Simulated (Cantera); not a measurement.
What does this Cantera script print?

```python
import numpy as np
import cantera as ct

gas_names = """
    CL CL2 H HCL H2 Si SiCL SiCL2 SiCL3 SiCL4 SiH SiHCL3 SiH2 SiH2CL2 SiH3 SiH3CL SiH4 Si2 Si3
""".split()
cond_names = """
    Si(cr) Si(L)
""".split()


def load(file, names, dense=False):
    # The tables refer to 1 bar. Condensed volumes are neglected.
    table = {s.name: s for s in ct.Species.list_from_file(file)}
    out = []
    for n in names:
        d = dict(table[n].input_data)
        d["thermo"] = dict(d["thermo"], **{"reference-pressure": 1e5})
        if dense:
            d["equation-of-state"] = {"model": "constant-volume", "density": "1e6 g/cm^3"}
        out.append(ct.Species.from_dict(d))
    return out


gas = ct.Solution(thermo="ideal-gas", species=load("nasa_gas.yaml", gas_names))
cond = {s.name: ct.Solution(thermo="fixed-stoichiometry", species=[s], name=s.name)
        for s in load("nasa_condensed.yaml", cond_names, dense=True)}
atoms = {
    'SiHCl3': {'Si': 1, 'H': 1, 'CL': 3},
    'H2': {'H': 2},
}
top_T = {}  # K; cautious upper limits of use, not melting points


def equilibrate(T, P, feed):
    n = {}
    for name, mol in feed.items():
        for a, k in atoms[name].items():
            n[a] = n.get(a, 0.0) + k * mol
    gas.TPX = T, P, n
    mass = sum(n.values()) * gas.mean_molecular_weight
    gas.equilibrate("TP")
    valid = [c for c in cond.values() if c.min_temp <= T <= top_T.get(c.name, c.max_temp)]
    mix = ct.Mixture([(gas, mass / gas.mean_molecular_weight)] + [(c, 0.0) for c in valid])
    mix.T, mix.P = T, P
    mix.equilibrate("TP", solver="vcs", rtol=1e-11, max_steps=5000)
    return mix


results = []
feed = {'SiHCl3': 1, 'H2': 1800}  # mol
T = 1723  # K
P = 1000  # Pa
mix = equilibrate(T, P, feed)
results.append((T, P, feed, dict(zip(mix.species_names, mix.species_moles))))
x = sorted(zip(gas.X, gas.species_names), reverse=True)
print(f"T = {T:g} K  P = {P:g} Pa  gas = {mix.phase_moles(0):.4g} mol")
print("   x: " + "  ".join(f"{s} {v:.3e}" for v, s in x if v > 1e-06))
print("   condensed (mol): " + ("  ".join(f"{mix.phase(i).name} {mix.phase_moles(i):.4g}"
      for i in range(1, mix.n_phases) if mix.phase_moles(i) > 1e-12) or "none"))
```

It prints:

```
T = 1723 K  P = 1000 Pa  gas = 1804 mol
   x: H2 9.964e-01  H 1.820e-03  HCL 1.640e-03  Si 9.834e-05  SiH2 1.692e-05  SiH 1.412e-05  SiCL2 9.334e-06  CL 2.321e-06  SiCL 2.253e-06
   condensed (mol): Si(L) 0.7434
```

Cantera equilibrium calculation (NASA polynomials, part measured and part estimated; ideal gas, pure solids and liquids). Gases not in the tables: Si2H6 and higher silanes.
